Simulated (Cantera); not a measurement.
Feed: 1 mol SiC, 0.0019 mol O2, 16 mol H2, equilibrated at 952 °C and 0.133 bar.

Equilibrium computed with Cantera from the NASA thermochemical tables; the gas is ideal and each condensed phase is pure. Candidate condensed phases: C, C6H6, C7H8, C8H18, H2O, Si, SiC, SiO2; 123 gas species. Mutual solubility and eutectic melting of coexisting phases are not modelled. The tables hold silica as quartz up to 1696 K and as liquid above; real silica turns to tridymite and cristobalite and melts near 1996 K. Kinetics and transport are ignored.

Base state: H2 1.000, CH4 0.000103, CO 1.08e-5 (mole fractions); condensed: SiC(s) + SiO2(β-quartz).

Task: What changes in the equilibrium state with this change: temperature from 952 °C to 1875 °C?

Result: 
```
species               before     after
-------------------  -------  --------
H2                     1.000     0.988
H                    8.53e-7    0.0113
Si                     <1e-9  0.000453
C2H2 (acetylene)       <1e-9  0.000208
SiH                    <1e-9   8.08e-5
SiC(s), mol            0.998     0.989
SiO2(β-quartz), mol  0.00180         0
```
Gases not in the tables: Si2H6 and higher silanes.

Task: What changes in the equilibrium state with this change: temperature from 952 °C to 1025 °C?

Result: 
```json
[
 {"species": "H2", "before": "1.000", "after": "1.000"},
 {"species": "CH4", "before": "0.000103", "after": "5.46e-5"},
 {"species": "CO", "before": "1.08e-5", "after": "4.67e-5"},
 {"species": "SiO", "before": "1.48e-6", "after": "1.30e-5"},
 {"species": "SiC(s), mol", "before": "0.998", "after": "0.998"},
 {"species": "SiO2(β-quartz), mol", "before": "0.00180", "after": "0.00141"}
]
```
